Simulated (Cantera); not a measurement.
Input: 1 mol Fe2O3, 4.1 mol CH4, 1.3 mol CO, 2.3 mol C, equilibrated at 100000 Pa.

Method: chemical equilibrium by Gibbs-energy minimisation in Cantera with the NASA 1993 tables (ideal gas, pure condensed phases). Candidate condensed phases: C, C6H6, C7H8, C8H18, Fe, Fe(CO)5, FeO, Fe(OH)2, Fe(OH)3, Fe2O3, Fe3O4, H2O; 114 gas species. Iron dissolves carbon and melts from about 1420 K in contact with it, which pure phases cannot show. Condensed phases not in the tables: cementite and carbon dissolved in iron. Kinetics and transport are ignored.

Q: At 1798 K, list the 5 most abundant gas species with their mole fractions, and the condensed phases.

A: H2 0.655, CO 0.344, CH4 0.000332, H 0.000285, C2H2 (acetylene) 0.000113. Condensed: C(graphite) + Fe(δ).
